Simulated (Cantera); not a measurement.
Mixture: CH₄ : H₂ : O₂ : N₂ = 1 : 0.13 : 4.69 : 19.7 (molar parts), at 5.00 bar, adiabatic and at constant volume. Ignition delay is the time to a rise of 400 K.

Detailed kinetics in Cantera: GRI-Mech 3.0 (53 species, 325 reactions).

Q: Predict: delay at 1200 K; delay at 1300 K; delay at 1400 K; delay at 1500 K; delay at 1600 K; delay at 1700 K; delay at 1800 K; apparent activation energy between 1600 and 1800 K.

A: 
| Quantity | Value |
|---|---|
| delay at 1200 K | 2.21 ms |
| delay at 1300 K | 0.852 ms |
| delay at 1400 K | 0.346 ms |
| delay at 1500 K | 0.151 ms |
| delay at 1600 K | 72.1 µs |
| delay at 1700 K | 37.3 µs |
| delay at 1800 K | 20.8 µs |
| apparent activation energy between 1600 and 1800 K | 150 kJ/mol |
